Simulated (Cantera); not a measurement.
## Moist CO burnout

An isothermal, constant-pressure homogeneous reactor starts with 1.76 % CO, 5.71 % O2, 4.66 % H2O, 87.9 % N2, equivalence ratio 0.15, at 1150 K and 7500 Torr.

Cantera simulation using GRI-Mech 3.0 (53 species, 325 reactions); the numbers are that mechanism's predictions, not measurements.

```tsv
t (s)	x CO	x O2	x H2O	x NO2	x H	x O	x H2
9.00e-6	0.0176	0.0571	0.0466	<1e-12	3.28e-11	1.56e-9	7.37e-12
2.20e-5	0.0176	0.0571	0.0466	<1e-12	8.28e-11	3.02e-9	5.29e-11
5.38e-5	0.0176	0.0571	0.0466	<1e-12	1.68e-10	4.84e-9	2.94e-10
0.000131	0.0176	0.0571	0.0466	<1e-12	3.54e-10	7.27e-9	1.48e-9
0.000321	0.0176	0.0571	0.0466	<1e-12	1.15e-9	1.65e-8	9.41e-9
0.000785	0.0176	0.0571	0.0466	<1e-12	9.25e-9	1.05e-7	1.29e-7
0.00192	0.0172	0.0569	0.0466	1.84e-12	7.99e-8	6.62e-7	4.72e-6
0.00469	0.0157	0.0562	0.0466	2.81e-11	8.31e-8	6.70e-7	2.14e-5
0.0115	0.0126	0.0547	0.0466	1.45e-10	6.46e-8	5.34e-7	3.14e-5
0.0280	0.00789	0.0525	0.0468	5.44e-10	3.56e-8	3.18e-7	2.29e-5
0.0685	0.00345	0.0504	0.0469	1.36e-9	1.13e-8	1.15e-7	9.73e-6
0.167	0.00108	0.0493	0.0470	2.15e-9	2.15e-9	2.47e-8	2.98e-6
0.409	0.000256	0.0489	0.0470	2.52e-9	3.40e-10	4.20e-9	7.90e-7
1.00	3.42e-5	0.0488	0.0470	2.42e-9	4.36e-11	5.85e-10	1.39e-7
```
x: mole fraction; the columns are a selection and need not sum to one.

Equilibrium at this temperature and pressure: CO 1.31e-10, O2 0.0487, H2O 0.0470, NO2 2.22e-6, H <1e-12, O 5.84e-10, H2 2.91e-10 (gas phase only).
